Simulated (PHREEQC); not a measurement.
1.8 g of hydrous ferric oxide (600 m²/g; 0.2 weak and 0.005 strong sites per Fe, Dzombak-Morel constants, diffuse double layer) in 1 kg of water with 0.05 mol/kgw of an inert sodium salt and 1.5e-05 mol/kgw ZnSO4, 0.0019 mol/kgw CuSO4 and 6.1e-05 mol/kgw PbCl2, at 25 °C; the pH is set by adding NaOH or the inert anion's acid. Oxygen alone is held at its pressure in air (log pO2 = -0.68). CO2 from the air is kept out. Precipitation was switched off in this run.

All values are PHREEQC results (ion-association model, wateq4f.dat), not measurements.

| pH | S sorbed (%) | Zn sorbed (%) | Cu sorbed (%) | Pb sorbed (%) | surface charge σ (C/m²) |
|---|---|---|---|---|---|
| 4 | 80.9 | 0.0 | 4.8 | 59.5 | 0.084 |
| 4.67 | 75.9 | [?] | 30.6 | 71.8 | [?] |
| 5.33 | 65.5 | 1.3 | 81.3 | 90.9 | 0.072 |
| 6 | 54.1 | 12.9 | 98.1 | 99.0 | 0.061 |
| 6.67 | 43.2 | [?] | 99.8 | 99.9 | 0.051 |
| 7.33 | 31.8 | 90.7 | 99.8 | 100.0 | [?] |
| 8 | 15.9 | 97.8 | 99.5 | 100.0 | 0.037 |
| 8.67 | 3.3 | 99.2 | 98.1 | 100.0 | 0.024 |
| 9.33 | 0.3 | 99.0 | [?] | 100.0 | 0.007 |
| 10 | 0.0 | 98.4 | 93.2 | 100.0 | -0.010 |
| 10.67 | 0.0 | [?] | 88.8 | 100.0 | -0.031 |
| 11.33 | 0.0 | 91.6 | 80.9 | 100.0 | [?] |
| 12 | 0.0 | 61.9 | 65.0 | 99.5 | -0.124 |

Q: What belongs in the gaps?

A: 
- 4.67, Zn sorbed (%): 0.2
- 4.67, surface charge σ (C/m²): 0.078
- 6.67, Zn sorbed (%): 60.3
- 7.33, surface charge σ (C/m²): 0.044
- 9.33, Cu sorbed (%): 96.0
- 10.67, Zn sorbed (%): 97.0
- 11.33, surface charge σ (C/m²): -0.064

Along this series the solution becomes supersaturated in solids that the run did not let form, among them Cu(OH)2, Brochantite. Complexes and solids missing from the database can't appear. The database's constant for dissolved Cu(OH)2 is higher than later reviews accept.
